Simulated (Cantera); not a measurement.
A Cantera script and what it prints.

```python
import numpy as np
import cantera as ct

gas_names = """
    F F2 H HF H2 H2F2 H3F3 H4F4 H5F5 H6F6 H7F7 Si SiF SiF2 SiF3 SiF4 SiH SiHF3 SiH2 SiH2F2 SiH3 SiH3F
    SiH4 Si2 Si3
""".split()
cond_names = """
    Si(cr) Si(L)
""".split()


# ... load() reads the species with a 1 bar reference pressure and builds the phases ...
atoms = {
    'Si': {'Si': 1},
    'HF': {'H': 1, 'F': 1},
    'H2': {'H': 2},
}
top_T = {}  # K; cautious upper limits of use, not melting points


# ... equilibrate(T, P, feed) seeds the gas with the atoms and calls Mixture.equilibrate('TP', solver="vcs", rtol=1e-11, max_steps=5000) ...
results = []
feed = {'Si': 1, 'HF': 5.3, 'H2': 0.64}  # mol
T = 998.15  # K
P = 1000  # Pa
mix = equilibrate(T, P, feed)
results.append((T, P, feed, dict(zip(mix.species_names, mix.species_moles))))
print(gas.report(threshold=0.001))
for i in range(1, mix.n_phases):
    print(f"{mix.phase(i).name:16s} {mix.phase_moles(i):12.5e} mol")
```

Output:

```
       temperature   998.15 K
          pressure   1000 Pa
           density   0.0033029 kg/m^3
  mean mol. weight   27.411 kg/kmol
   phase of matter   gas

                          1 kg             1 kmol
                     ---------------   ---------------
          enthalpy       -1.3461e+07       -3.6898e+08  J
   internal energy       -1.3764e+07       -3.7728e+08  J
           entropy            9847.2        2.6992e+05  J/K
    Gibbs function        -2.329e+07        -6.384e+08  J
 heat capacity c_p            1632.9             44759  J/K
 heat capacity c_v            1329.6             36444  J/K

                      mass frac. Y      mole frac. X     chem. pot. / RT
                     ---------------   ---------------   ---------------
                HF           0.19207           0.26316           -61.464
                H2          0.039305           0.53441           -22.733
              SiF4           0.76862           0.20243           -240.09
     [  +22 minor]        2.9666e-06        9.7571e-07

Si(cr)            0.00000e+00 mol
```

Equilibrium computed with Cantera from the NASA thermochemical tables; the gas is ideal and each condensed phase is pure.
